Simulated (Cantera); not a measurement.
**Ignition delay**

Mixture: CH4 : O2 : N2 = 1.7 : 1.54 : 5.78 (molar parts), at 20.0 bar, adiabatic and at constant volume. Ignition delay is the time to a rise of 400 K.

Computed with Cantera and GRI-Mech 3.0 (53 species, 325 reactions). The pressure lies above the range GRI-Mech 3.0 was tuned for (to about 10 atm).

```tsv
T0 (K)	delay (ms)
1298	0.999
1398	0.351
1498	0.133
1598	0.0534
1698	0.0227
1798	0.0103
1898	0.00510
1998	0.00275
```

```yaml
apparent activation energy between 1798 and 1998 K: 200 kJ/mol
```
